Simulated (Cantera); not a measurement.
Cantera run:

```python
import numpy as np
import cantera as ct

gas_names = [...]  # 77 gases of nasa_gas.yaml made of C, H, Ti
cond_names = """
    C(gr) C6H6(L) C7H8(L) C8H18(L),n-octa Ti(a) Ti(b) Ti(L) TiC(s) TiC(L)
""".split()


# ... load() reads the species with a 1 bar reference pressure and builds the phases ...
atoms = {
    'TiC': {'Ti': 1, 'C': 1},
    'C': {'C': 1},
    'H2': {'H': 2},
}
top_T = {'C(gr)': 4500}  # K; cautious upper limits of use, not melting points


# ... equilibrate(T, P, feed) seeds the gas with the atoms and calls Mixture.equilibrate('TP', solver="vcs", rtol=1e-11, max_steps=5000) ...
results = []
feed = {'TiC': 1, 'C': 0.057, 'H2': 0.032}  # mol
T = 2650  # K
P = 21000  # Pa
mix = equilibrate(T, P, feed)
results.append((T, P, feed, dict(zip(mix.species_names, mix.species_moles))))
x = sorted(zip(gas.X, gas.species_names), reverse=True)
print(f"T = {T:g} K  P = {P:g} Pa  gas = {mix.phase_moles(0):.4g} mol")
print("   x: " + "  ".join(f"{s} {v:.3e}" for v, s in x if v > 1e-05))
print("   condensed (mol): " + ("  ".join(f"{mix.phase(i).name} {mix.phase_moles(i):.4g}"
      for i in range(1, mix.n_phases) if mix.phase_moles(i) > 1e-12) or "none"))
```

Result:

```
T = 2650 K  P = 21000 Pa  gas = 0.03362 mol
   x: H2 8.859e-01  H 9.627e-02  C2H2,acetylene 1.739e-02  C2H 1.830e-04  C4H2 1.416e-04  Ti 4.618e-05  CH3 3.716e-05  C2H2,vinylidene 2.185e-05  C3 2.131e-05  CH4 1.971e-05
   condensed (mol): C(gr) 0.05579  TiC(s) 1
```

Cantera equilibrium calculation (NASA polynomials, part measured and part estimated; ideal gas, pure solids and liquids). TiC: taken at fixed stoichiometry.
